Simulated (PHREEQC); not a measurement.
H2SO4 is added in steps, without added water, to 1 kg of water holding 0.012 mol K2CO3, at 25 °C. O2 is buffered at 0.21 atm. The system is closed to CO2. No solid was allowed to form.

Base run: PHREEQC, ion-association model, wateq4f.dat. Each further column changes one thing. The table gives CO3-2 (mol/kgw).

```
H2SO4 added (mol)      base  Davies equation for every ion  database phreeqc.dat  Debye-Hückel limiting law  database pitzer.dat
-----------------  --------  -----------------------------  --------------------  -------------------------  -------------------
0                    0.0107                         0.0107                0.0107                     0.0108               0.0107
0.0016              0.00843                        0.00844               0.00843                    0.00847              0.00843
0.0024              0.00698                        0.00699               0.00698                    0.00701              0.00698
0.004               0.00393                        0.00393               0.00392                    0.00393              0.00392
0.0056             0.000810                       0.000811              0.000810                   0.000814             0.000810
0.0064              2.16e-5                        2.19e-5               2.16e-5                    2.38e-5              2.09e-5
0.008               2.29e-6                        2.33e-6               2.29e-6                    2.55e-6              2.20e-6
0.0096              4.61e-7                        4.68e-7               4.61e-7                    5.15e-7              4.42e-7
0.0104              1.68e-7                        1.71e-7               1.68e-7                    1.88e-7              1.61e-7
0.012              1.38e-10                       1.43e-10              1.38e-10                   1.63e-10             1.44e-10
0.0136             1.60e-13                       1.71e-13              1.60e-13                   2.03e-13             1.84e-13
0.0144             7.25e-14                       7.74e-14              7.25e-14                   9.31e-14             8.37e-14
0.016              2.70e-14                       2.90e-14              2.70e-14                   3.55e-14             3.13e-14
```

 pitzer.dat has no redox and few complexes: it carries them in its interaction parameters. phreeqc.dat and wateq4f.dat share most of their constants, so their agreement is no independent check.
